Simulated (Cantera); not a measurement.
Input (Python, Cantera) and output of one run.

```python
import numpy as np
import cantera as ct

gas_names = """
    N NO NO2 NO3 N2 N2O O O2 O3 Pb PbO Pb2
""".split()
cond_names = """
    Pb(cr) Pb(L) PbO(rd) PbO(yw) PbO(L) PbO2(s) Pb3O4(s)
""".split()


def load(file, names, dense=False):
    # The tables refer to 1 bar. Condensed volumes are neglected.
    table = {s.name: s for s in ct.Species.list_from_file(file)}
    out = []
    for n in names:
        d = dict(table[n].input_data)
        d["thermo"] = dict(d["thermo"], **{"reference-pressure": 1e5})
        if dense:
            d["equation-of-state"] = {"model": "constant-volume", "density": "1e6 g/cm^3"}
        out.append(ct.Species.from_dict(d))
    return out


gas = ct.Solution(thermo="ideal-gas", species=load("nasa_gas.yaml", gas_names))
cond = {s.name: ct.Solution(thermo="fixed-stoichiometry", species=[s], name=s.name)
        for s in load("nasa_condensed.yaml", cond_names, dense=True)}
atoms = {
    'PbO': {'Pb': 1, 'O': 1},
    'O2': {'O': 2},
    'N2': {'N': 2},
}
top_T = {'Pb3O4(s)': 820}  # K; cautious upper limits of use, not melting points


def equilibrate(T, P, feed):
    n = {}
    for name, mol in feed.items():
        for a, k in atoms[name].items():
            n[a] = n.get(a, 0.0) + k * mol
    gas.TPX = T, P, n
    mass = sum(n.values()) * gas.mean_molecular_weight
    gas.equilibrate("TP")
    valid = [c for c in cond.values() if c.min_temp <= T <= top_T.get(c.name, c.max_temp)]
    mix = ct.Mixture([(gas, mass / gas.mean_molecular_weight)] + [(c, 0.0) for c in valid])
    mix.T, mix.P = T, P
    mix.equilibrate("TP", solver="vcs", rtol=1e-11, max_steps=5000)
    return mix


results = []
feed = {'PbO': 1, 'O2': 0.026, 'N2': 19}  # mol
T = 875  # K
P = 100000  # Pa
mix = equilibrate(T, P, feed)
results.append((T, P, feed, dict(zip(mix.species_names, mix.species_moles))))
print(gas.report(threshold=1e-05))
for i in range(1, mix.n_phases):
    print(f"{mix.phase(i).name:16s} {mix.phase_moles(i):12.5e} mol")
```

Output:

```
       temperature   875 K
          pressure   1e+05 Pa
           density   0.38514 kg/m^3
  mean mol. weight   28.019 kg/kmol
   phase of matter   gas

                          1 kg             1 kmol
                     ---------------   ---------------
          enthalpy        6.2182e+05        1.7423e+07  J
   internal energy        3.6218e+05        1.0148e+07  J
           entropy            7993.2        2.2396e+05  J/K
    Gibbs function       -6.3722e+06       -1.7855e+08  J
 heat capacity c_p            1140.6             31958  J/K
 heat capacity c_v            843.84             23644  J/K

                      mass frac. Y      mole frac. X     chem. pot. / RT
                     ---------------   ---------------   ---------------
                N2           0.99844           0.99863           -24.531
                O2         0.0015602         0.0013662            -32.81
     [  +10 minor]        6.6459e-07        6.0027e-07

Pb(L)             0.00000e+00 mol
PbO(yw)           1.00000e+00 mol
PbO2(s)           0.00000e+00 mol
```

Cantera equilibrium calculation (NASA polynomials, part measured and part estimated; ideal gas, pure solids and liquids).
